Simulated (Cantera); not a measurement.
Feed: 1 mol Al(CH3)3, 1.6 mol N2O, 1.5 mol N2, at 1450 °C and 0.133 bar.

These are equilibrium values from Cantera (NASA tables, ideal gas, pure condensed phases), not measurements of a reactor. Candidate condensed phases: Al, AlN, Al2O3, C, C6H6, C7H8, C8H18, H2O; 148 gas species. The feed counts by its element totals alone. Equilibrium is a limit: real reactors are often held back by kinetics, nucleation or transport.

Base state: H2 0.516, N2 0.298, CO 0.184, HCN 0.00163, H 0.000359, HNC 5.15e-5, C2H2 (acetylene) 4.67e-5, CH4 3.57e-5 (mole fractions); condensed: AlN(s) + C(graphite).

Q: What changes in the equilibrium state with this change: N2O from 1.6 to 3.3 mol?

A: 
```tsv
species	before	after
H2	0.516	0.378
N2	0.298	0.370
CO	0.184	0.251
C2H2 (acetylene)	4.67e-5	1.25e-5
CH4	3.57e-5	1.16e-5
AlN(s), mol	1.000	0.792
C(graphite), mol	1.38	0
Al2O3(s), mol	0	0.104
```
Mutual solubility and eutectic melting of coexisting phases are not modelled.
